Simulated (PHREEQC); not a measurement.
A PHREEQC input (ion-association model, wateq4f.dat):

```
SOLUTION 1
  temp 25
  units mg/L
  pH 8.29 charge
  pe 9.6
  Na 25.8
  K 0.473
  Ca 39.8
  Mg 41.9
  Cl 126
  S(6) 79.5 as SO4
  Alkalinity 72.8 as HCO3
  Sr 6.44
END
USE solution 1
EQUILIBRIUM_PHASES 1
  Gypsum 0 0
  CO2(g) -2 10
END
```

It stops with these messages:

```
ERROR: pH adustment cannot attain charge balance when alkalinity is fixed.
ERROR: Program terminating due to input errors.
```

The fault: pH asked from the charge balance while alkalinity is fixed. The line should read `pH 8.29` where the input has `pH 8.29 charge`. With the mend the run ends at pH 6.84 and ionic strength 0.00944 mol/kgw.
